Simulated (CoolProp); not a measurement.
A closed Brayton cycle with dry air: compressor inlet 311.15 K and 5.3 MPa, high pressure 11.8 MPa, turbine inlet 670 K, compressor efficiency 0.8, turbine efficiency 0.85, recuperator effectiveness 0.8 (on enthalpy, no pinch check). Each further row changes one setting.

Computed with CoolProp (reference Helmholtz-energy equation of state, Lemmon 2000). It is a pseudo-pure fit of the blend.

```csv
case,thermal efficiency (%),net work (kJ/kg),compressor to turbine work,compressor exit (K),turbine exit (K)
as stated,12.3,19.3,0.84,411.7,557.7
turbine inlet 620 K,…,10.1,…,411.7,514.9
compressor inlet 321.15 K,10.2,…,0.87,…,557.7
high pressure 10 MPa,13.7,19.5,0.80,…,579.2
recuperator effectiveness 0.5,9.5,19.3,0.84,411.7,557.7
```

Task: Complete the blanks.

Result: 
- turbine inlet 620 K, thermal efficiency (%): 7.2
- turbine inlet 620 K, compressor to turbine work: 0.91
- compressor inlet 321.15 K, net work (kJ/kg): 15.7
- compressor inlet 321.15 K, compressor exit (K): 424.8
- high pressure 10 MPa, compressor exit (K): 389.0
